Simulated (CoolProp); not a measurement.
Saturation properties of R245ca.

The numbers come from the reference Helmholtz-energy equation of state, Zhou 2016 in CoolProp.

```tsv
T (°C)	p (MPa)	liquid density (kg/m³)	vapour density (kg/m³)	enthalpy of vaporisation (kJ/kg)	liquid cp (kJ/(kg K))	surface tension (mN/m)
56.55	0.2958	1304	15.78	185.5	1.435	12.2
63.55	0.3640	1285	19.29	181.0	[?]	11.3
70.45	0.4424	1265	23.34	176.5	1.467	10.5
77.45	0.5344	1244	28.13	171.7	1.484	[?]
84.45	0.6401	1222	33.69	166.7	1.504	8.75
91.45	0.7609	1200	40.15	161.4	1.526	7.91
98.45	0.8981	1177	47.64	155.9	1.550	7.08
105.45	1.053	[?]	56.34	150.1	1.579	6.27
112.35	1.225	1127	66.30	144.0	1.611	5.49
119.35	1.420	1099	78.10	137.3	1.651	4.72
126.35	1.637	1069	91.99	130.1	1.700	3.97
133.35	1.879	1037	108.5	122.1	1.765	3.25
140.35	2.148	1001	128.5	113.3	1.853	2.56
147.35	2.445	960.6	153.3	103.2	1.985	1.91
```

What belongs in the gaps?


- 63.55, liquid cp (kJ/(kg K)): 1.450
- 77.45, surface tension (mN/m): 9.61
- 105.45, liquid density (kg/m³): 1152

It boils at 25.3 °C under 1 atm.

Surface tension comes from a separate correlation (Mulero 2012).
